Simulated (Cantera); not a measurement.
An isothermal, constant-pressure homogeneous reactor starts with H2 : O2 : N2 = 1.7 : 1 : 3.4 (molar parts), equivalence ratio 0.85, at 850 K and 0.350 bar.

Cantera simulation using GRI-Mech 3.0 (53 species, 325 reactions); the numbers are that mechanism's predictions, not measurements. Below about 950 K walls govern HO2 and H2O2 in real vessels. The temperature is held fixed by assumption; the heat of reaction is taken as removed at once.

Predict: x(H2) at 5.00 s; x(O2) at 5.00 s; x(OH) at 5.00 s; x(HO2) at 5.00 s; x(H) at 5.00 s.

x(H2) at 5.00 s: 0.242 (gas-phase equilibrium 1.50e-12)
x(O2) at 5.00 s: 0.146 (gas-phase equilibrium 0.0286)
x(OH) at 5.00 s: 7.48e-9 (gas-phase equilibrium 5.22e-9)
x(HO2) at 5.00 s: 2.23e-5 (gas-phase equilibrium 1.72e-11)
x(H) at 5.00 s: 1.44e-7 (gas-phase equilibrium <1e-12)
